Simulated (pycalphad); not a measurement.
All values are pycalphad results on the COST 507 light-alloy database (1999) (1 atm), not direct measurements. The database dates from 1999; later assessments differ in places, in temperatures and in the compounds included.

Molar enthalpy of Al-0.3Si-14.32Fe (at.%) in equilibrium (SER reference):

```tsv
T (K)	H (kJ/mol)	phases
1850	48.54	LIQUID
1750	45.17	LIQUID
1650	41.83	LIQUID
1550	38.53	LIQUID
1450	35.25	LIQUID
1400	33.61	LIQUID
1350	30.02	LIQUID + AL13FE4
1250	19.91	LIQUID + AL13FE4
1150	14.35	LIQUID + AL13FE4
1050	9.98	AL13FE4 + LIQUID
950	6.12	AL13FE4 + LIQUID
900	-0.11	AL13FE4 + FCC_A1
850	-1.81	AL13FE4 + FCC_A1 + ALFESI_ALPHA
750	-5.00	AL13FE4 + FCC_A1 + ALFESI_ALPHA
650	-7.99	AL13FE4 + FCC_A1 + ALFESI_ALPHA
550	-10.83	AL13FE4 + FCC_A1 + ALFESI_ALPHA
```

Cooling from 1400 K to 900 K, across the freezing range, releases 33.7 kJ/mol, or 1080 J/g. The slope is 33 J/(mol K) in the liquid and 34 J/(mol K) just below the solidus, where it includes any heat of precipitation. Liquidus 1362 K, solidus 907 K. Changes were sought between steps of 50 K, so a narrower field can be missed.

Database names, with the compositions (at.%) that they take in these runs: AL13FE4: Al 76 Fe 24; ALFESI_ALPHA: Al 74 Fe 19 Si 7. FCC_A1 is fcc.
